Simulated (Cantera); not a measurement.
Feed: 1 mol Hg, 0.49 mol O2, 2.2 mol H2, held at 1048 K and 10.0 mbar.

Method: chemical equilibrium by Gibbs-energy minimisation in Cantera with the NASA 1993 tables (ideal gas, pure condensed phases). Candidate condensed phases: H2O, Hg, HgO; 10 gas species. Kinetics and transport are ignored.

Base state: H2 0.381, Hg 0.312, H2O 0.306 (mole fractions); condensed: gas only.

### Question
What changes in the equilibrium state with this change: O2 from 0.49 to 0.029 mol?

### Answer
```json
[
 {"species": "H2", "before": "0.381", "after": "0.669"},
 {"species": "Hg", "before": "0.312", "after": "0.312"},
 {"species": "H2O", "before": "0.306", "after": "0.0181"}
]
```
